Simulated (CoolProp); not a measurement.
Saturation properties of dodecamethylcyclohexasiloxane (D6) (Tc = 645.8 K, pc = 9.614 bar, ω = 0.736).

Computed with CoolProp (reference Helmholtz-energy equation of state, Colonna 2008). It is a short technical equation, of lower accuracy than the large ones.

```csv
T (K),p (bar),vapour density (kg/m³),enthalpy of vaporisation (kJ/kg),liquid cp (kJ/(kg K)),surface tension (mN/m)
337.2,0.0007891,0.01253,147.1,1.647,15.7
340.4,0.0009821,0.01544,146.2,1.653,15.5
343.5,0.001208,0.01882,145.3,1.659,15.2
346.7,0.001488,0.02297,144.4,1.666,15.0
349.8,0.001812,0.02773,143.6,1.672,14.7
352.9,0.002196,0.03333,142.8,1.678,14.5
356.1,0.002667,0.04011,141.9,1.684,14.2
359.2,0.003205,0.04778,141.1,1.691,14.0
362.4,0.003857,0.05700,140.2,1.697,13.7
365.5,0.004596,0.06736,139.4,1.704,13.5
368.7,0.005485,0.07971,138.6,1.710,13.3
371.8,0.006484,0.09348,137.7,1.717,13.0
375,0.007678,0.1098,136.9,1.723,12.8
```

It boils at 518.1 K under 1 atm.

Surface tension comes from a separate correlation (Mulero 2014).
